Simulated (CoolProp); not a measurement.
Vapour-liquid equilibrium of isohexane (1) + benzene (2) at 120.75 °C; x and y are mole fractions of (1).

Model: multi-fluid Helmholtz-energy mixture model, Lemmon 2006 and Thol 2012; pair parameters Bell 2016, in CoolProp.

```tsv
x	bubble pressure (kPa)	y at the bubble point	dew pressure at overall composition x (kPa)	liquid density (mol/L)
0.05	328.1	0.109	315.6	9.565
0.125	356.3	0.232	331.7	9.220
0.2	379.3	0.327	348.8	8.895
0.275	398.4	0.406	366.6	8.589
0.35	414.8	0.474	384.9	8.301
0.425	429.1	0.537	403.1	8.029
0.5	441.7	0.596	420.8	7.772
0.575	453.0	0.655	437.3	7.529
0.65	463.1	0.713	452.1	7.300
0.725	472.3	0.772	465.2	7.082
0.8	480.7	0.832	476.4	6.876
0.875	488.2	0.894	486.0	6.680
0.95	495.0	0.957	494.3	6.493
```

No azeotrope shows between x = 0.05 and 0.95.

Pair parameters are fitted to limited data, so mixtures are less certain than the pure fluids.
